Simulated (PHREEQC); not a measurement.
0.21 g of hydrous ferric oxide (600 m²/g; 0.2 weak and 0.005 strong sites per Fe, Dzombak-Morel constants, diffuse double layer) in 1 kg of water with 0.005 mol/kgw of an inert sodium salt and 1.3e-06 mol PbCl2 and 1.6e-05 mol H3BO3, at 25 °C; the pH is set by adding NaOH or the inert anion's acid. Oxygen alone is held at its pressure in air (log pO2 = -0.68). The system is closed to CO2. Nothing may precipitate in this run.

All values are PHREEQC results (ion-association model, wateq4f.dat), not measurements.

**Question.** Predict surface charge σ (C/m²) at pH = 4, 6.62, 7.75, 8.12.

**Answer.** 
```
pH    surface charge σ (C/m²)
----  -----------------------
4                       0.183
6.62                    0.020
7.75                    0.003
8.12                    0.000
```
